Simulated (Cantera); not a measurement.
A freely propagating, adiabatic, planar premixed flame of 34.5 % H₂, 13.3 % O₂, 50.1 % N₂, 2.11 % H₂O, unburnt at 648 K and 1.00 atm; mixture-averaged transport, grid criteria slope 0.08 and curve 0.16, no radiation.

Computed with Cantera and the H2/O2 subset of GRI-Mech 3.0, which has no nitrogen chemistry. Burning velocities carry a grid error of a few per cent, more on coarse grids.

x: mole fraction of selected species; z is measured from the peak of heat release.

| z (mm) | T (K) | u (m/s) | x H₂ | x O₂ | x H₂O | x HO₂ | x OH | x O |
|---|---|---|---|---|---|---|---|---|
| -1.39 | 648 | 9.57 | 0.345 | 0.133 | 0.0211 | <1e-8 | <1e-8 | <1e-8 |
| -0.929 | 648 | 9.57 | 0.345 | 0.133 | 0.0211 | <1e-8 | <1e-8 | <1e-8 |
| -0.697 | 648 | 9.57 | 0.345 | 0.133 | 0.0211 | <1e-8 | <1e-8 | <1e-8 |
| -0.464 | 648 | 9.57 | 0.345 | 0.133 | 0.0211 | ___ | <1e-8 | <1e-8 |
| -0.232 | 658 | 9.70 | 0.343 | 0.133 | 0.0216 | 0.000202 | 3.59e-5 | 7.09e-6 |
| -0.116 | 832 | 12.0 | 0.315 | 0.128 | 0.0371 | 0.000201 | 0.000712 | 0.000328 |
| 0 | 1264 | 17.7 | 0.203 | 0.0872 | 0.126 | ___ | 0.00380 | 0.00538 |
| 0.116 | 1575 | 21.7 | 0.105 | 0.0293 | 0.232 | ___ | 0.00981 | 0.00971 |
| 0.232 | 1716 | 23.5 | 0.0879 | 0.0151 | 0.258 | ___ | 0.0127 | 0.00946 |
| 0.464 | 1865 | 25.3 | 0.0883 | 0.0109 | 0.269 | ___ | 0.0147 | 0.00810 |
| 0.929 | 2019 | 27.1 | 0.0904 | 0.00828 | 0.279 | ___ | 0.0156 | 0.00616 |
| 1.86 | 2168 | 28.7 | 0.0910 | 0.00568 | 0.290 | ___ | 0.0150 | 0.00414 |
| 3.72 | 2300 | 30.1 | 0.0905 | 0.00343 | 0.302 | ___ | 0.0131 | 0.00242 |

### Question
Complete the blanks.

### Answer

- -0.464, x HO₂: 4.22e-7
- 0, x HO₂: 8.32e-5
- 0.116, x HO₂: 2.58e-5
- 0.232, x HO₂: 1.22e-5
- 0.464, x HO₂: 7.79e-6
- 0.929, x HO₂: 5.20e-6
- 1.86, x HO₂: 3.27e-6
- 3.72, x HO₂: 1.92e-6
